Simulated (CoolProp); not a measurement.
Properties of CHF3 (R23) along the isobar 1.54 MPa (Tc = 26.1 °C, pc = 4.832 MPa, ω = 0.263).

Values from CoolProp's reference Helmholtz-energy equation of state, Penoncello 2003.

```tsv
T (°C)	phase	cp (kJ/(kg K))	speed of sound (m/s)
-35.35	liquid	1.387	572.6
-14.15	gas	1.174	162.6
6.95	gas	0.9462	178.4
28.15	gas	0.8835	190.2
49.25	gas	0.8682	200.0
70.45	gas	0.8717	208.7
91.55	gas	0.8841	216.6
112.75	gas	0.9011	224.0
133.85	gas	0.9203	230.9
155.05	gas	0.9407	237.5
```
